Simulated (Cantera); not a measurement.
A freely propagating, adiabatic, planar premixed flame of 7.48 % CH4, 19.4 % O2, 73.1 % N2, equivalence ratio 0.77, unburnt at 373 K and 0.132 atm; mixture-averaged transport, grid criteria slope 0.08 and curve 0.16, no radiation.

Cantera simulation using GRI-Mech 3.0 (53 species, 325 reactions); the numbers are that mechanism's predictions, not measurements. Burning velocities carry a grid error of a few per cent, more on coarse grids.

Predict: laminar burning velocity; thermal thickness; peak x(HCN).


| Property | Result |
|---|---|
| laminar burning velocity | 68.0 cm/s |
| thermal thickness | 2.54 mm |
| peak x(HCN) | 4.25e-7 |
